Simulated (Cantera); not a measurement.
Input: 1 mol Fe(CO)5, a varied amount of N2, equilibrated at 1325 K and 0.100 bar.

Method: chemical equilibrium by Gibbs-energy minimisation in Cantera with the NASA 1993 tables (ideal gas, pure condensed phases). Candidate condensed phases: C, Fe, Fe(CO)5, FeO, Fe2O3, Fe3O4; 27 gas species. Condensed phases not in the tables: cementite and carbon dissolved in iron. The numbers say what is thermodynamically allowed, not how fast it happens.

x: gas mole fraction; n: condensed amount in mol.

```csv
n(N2) (mol),x N2,x CO,x CO2,x Fe,n C(graphite),n Fe(γ)
3.1,0.383,0.617,0.000147,2.20e-8,0.00119,1.00
6.8,0.576,0.424,6.93e-5,2.20e-8,0.000818,1.00
10,0.667,0.333,4.29e-5,2.20e-8,0.000643,1.00
14,0.737,?,?,2.20e-8,?,1.00
18,0.783,0.217,1.82e-5,2.20e-8,0,1.000
22,0.815,?,?,2.20e-8,0,1.000
25,0.833,0.167,1.07e-5,2.20e-8,0,1.000
```

**Question.** Some entries are withheld; supply them.

**Answer.** 
- 14, x CO: 0.263
- 14, x CO2: 2.67e-5
- 14, n C(graphite): 0.000508
- 22, x CO: 0.185
- 22, x CO2: 1.32e-5
